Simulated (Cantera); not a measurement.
Feed: 1 mol MgCO₃, 0.22 mol H₂O, equilibrated at 1500 °C and 13300 Pa.

Cantera equilibrium calculation (NASA polynomials, part measured and part estimated; ideal gas, pure solids and liquids). Candidate condensed phases: C, C₆H₆, C₇H₈, C₈H₁₈, H₂O, Mg, MgCO₃, MgO, Mg(OH)₂; 116 gas species. Kinetics and transport are ignored.

Base state: CO₂ 0.811, H₂O 0.179, CO 0.00615, O₂ 0.00314, OH 0.000453, H₂ 0.000366, H 1.49e-5, O 1.44e-5 (mole fractions); condensed: MgO(s).

**Question.** What changes in the equilibrium state with this change: temperature from 1500 °C to 302 °C?

**Answer.** 
```tsv
species	before	after
H₂O	0.179	0.783
CO₂	0.811	0.217
CO	0.00615	<1e-9
O₂	0.00314	<1e-9
OH	0.000453	<1e-9
H₂	0.000366	<1e-9
MgO(s), mol	1.000	0.0611
MgCO₃(s), mol	0	0.939
```

**Question.** What changes in the equilibrium state with this change: MgCO₃ replaced by Ca(OH)₂?

**Answer.** 
```json
[
 {"species": "H₂O", "before": "0.179", "after": "0.995"},
 {"species": "H₂", "before": "0.000366", "after": "0.00311"},
 {"species": "O₂", "before": "0.00314", "after": "0.00134"},
 {"species": "CO₂", "before": "0.811", "after": "0"},
 {"species": "CO", "before": "0.00615", "after": "0"},
 {"species": "Ca(OH)₂", "before": "0", "after": "1.37e-5"},
 {"species": "H", "before": "1.49e-5", "after": "4.35e-5"},
 {"species": "OH", "before": "0.000453", "after": "0.000863"},
 {"species": "O", "before": "1.44e-5", "after": "9.44e-6"},
 {"species": "MgO(s), mol", "before": "1.000", "after": "0"},
 {"species": "CaO(s), mol", "before": "0", "after": "1.000"}
]
```
Further candidate phases: Ca, CaO, Ca(OH)₂.
